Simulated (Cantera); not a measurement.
An isothermal plug-flow reactor at 498 K and 0.987 atm (inlet), inlet velocity 0.61 m/s, active area per volume 930 1/m; feed 0.255 % H2, 3.65 % O2, 96.1 % N2.

Detailed kinetics in Cantera: Deutschmann's 1995 Pt surface mechanism with GRI-Mech 3.0 gas chemistry. Catalytic surfaces can have several steady states; this one follows from the mechanism file's or the stated starting coverage. Mass transfer to the wall is taken as infinitely fast.

**Question.** Predict: x(H2) at z = 0.033 m; x(O2) at z = 0.033 m; x(H2O) at z = 0.033 m; θ(O*) at the exit; θ(OH*) at the exit.

**Answer.** 
```json
{
  "x(H2) at z = 0.033 m": "1.77e-5",
  "x(O2) at z = 0.033 m": "0.0353",
  "x(H2O) at z = 0.033 m": "0.00254",
  "θ(O*) at the exit": "0.997",
  "θ(OH*) at the exit": "0.00179"
}
```
